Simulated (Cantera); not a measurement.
A closed system holds: 1 mol B2O3, a varied amount of H2, equilibrated at 39.0 mbar.

These are equilibrium values from Cantera (NASA tables, ideal gas, pure condensed phases), not measurements of a reactor. Candidate condensed phases: B, B2O3, B3O3H3, H2O; 23 gas species. Kinetics and transport are ignored.

What condenses at these points (T in K, n(H2) in mol): (1975, 5); (1275, 3.6); (1775, 5); (1575, 5); (1775, 9.8)?


```json
[
 {"T (K)": "1975", "n(H2) in mol": "5", "condensed phases": "gas only", "B condensed (%)": "0.0"},
 {"T (K)": "1275", "n(H2) in mol": "3.6", "condensed phases": "B2O3", "B condensed (%)": "100.0"},
 {"T (K)": "1775", "n(H2) in mol": "5", "condensed phases": "B2O3", "B condensed (%)": "37.9"},
 {"T (K)": "1575", "n(H2) in mol": "5", "condensed phases": "B2O3", "B condensed (%)": "95.2"},
 {"T (K)": "1775", "n(H2) in mol": "9.8", "condensed phases": "gas only", "B condensed (%)": "0.0"}
]
```
